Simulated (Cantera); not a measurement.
# Hydrocarbon pyrolysis for carbon deposition

A perfectly stirred reactor is fed with 17.9 % C₂H₆, 82.1 % N₂, at 0.133 bar; it is held at 1623 K, and followed from long to short residence time.

Computed with Cantera and GRI-Mech 3.0 (53 species, 325 reactions). GRI-Mech 3.0 stops at C3 and has no aromatics, soot or wall deposition, so with more carbon than oxygen in the feed, carbon stays in small species such as C2H2 where larger ones or solid carbon would form.

```tsv
τ (s)	x C₂H₆	x C₂H₄	x HCN	x C₂H₂	x H
24	2.84e-6	0.000412	4.11e-6	0.128	0.000108
6.4	9.59e-6	0.000445	2.68e-6	0.127	0.000123
1.7	3.12e-5	0.000565	2.06e-6	0.125	0.000151
0.47	9.47e-5	0.000915	1.71e-6	0.122	0.000190
0.13	0.000286	0.00190	1.39e-6	0.118	0.000238
0.034	0.000915	0.00476	1.03e-6	0.110	0.000292
0.0093	0.00285	0.0119	7.15e-7	0.0980	0.000344
0.0025	0.00915	0.0277	4.76e-7	0.0758	0.000386
```
x: mole fraction; the columns are a selection and need not sum to one.
